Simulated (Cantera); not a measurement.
Feed: 1 mol C₃H₆, 0.035 mol NH₃, held at 1750 K and 88.0 bar.

Cantera equilibrium calculation (NASA polynomials, part measured and part estimated; ideal gas, pure solids and liquids). Candidate condensed phases: C, C₆H₆, C₇H₈, C₈H₁₈; 92 gas species. The ideal-gas law is rough above about 30 bar. Equilibrium is a limit: real reactors are often held back by kinetics, nucleation or transport.

Base state: H₂ 0.924, CH₄ 0.0687, N₂ 0.00581, HCN 0.000350, C₂H₄ 0.000289, NH₃ 0.000194, C₂H₂ (acetylene) 0.000106, C₂H₆ 4.02e-5 (mole fractions); condensed: C(graphite).

Q: What changes in the equilibrium state with this change: temperature from 1750 K to 1873 K?

A: 
```csv
species,before,after
H₂,0.924,0.945
CH₄,0.0687,0.0479
N₂,0.00581,0.00557
HCN,0.000350,0.000627
H,2.38e-5,6.69e-5
C₂H₂ (acetylene),0.000106,0.000295
HNC,1.18e-5,2.78e-5
CH₃,3.59e-5,6.81e-5
C₂H₆,4.02e-5,2.65e-5
"C(graphite), mol",2.80,2.85
```

Q: What changes in the equilibrium state with this change: NH₃ from 0.035 to 0.074 mol?

A: 
| species | before | after |
|---|---|---|
| H₂ | 0.924 | 0.919 |
| CH₄ | 0.0687 | 0.0678 |
| N₂ | 0.00581 | 0.0122 |
| HNC | 1.18e-5 | 1.71e-5 |
| HCN | 0.000350 | 0.000505 |
| NH₃ | 0.000194 | 0.000278 |
| C(graphite), mol | 2.80 | 2.80 |

Q: What changes in the equilibrium state with this change: NH₃ from 0.035 to 0.25 mol?

A: 
```
species             before     after
----------------  --------  --------
H₂                   0.924     0.896
CH₄                 0.0687    0.0645
N₂                 0.00581    0.0374
HNC                1.18e-5   2.96e-5
HCN               0.000350  0.000874
CH₃CN              9.37e-6   2.27e-5
NH₃               0.000194  0.000469
C₂H₆               4.02e-5   3.66e-5
C(graphite), mol      2.80      2.78
```
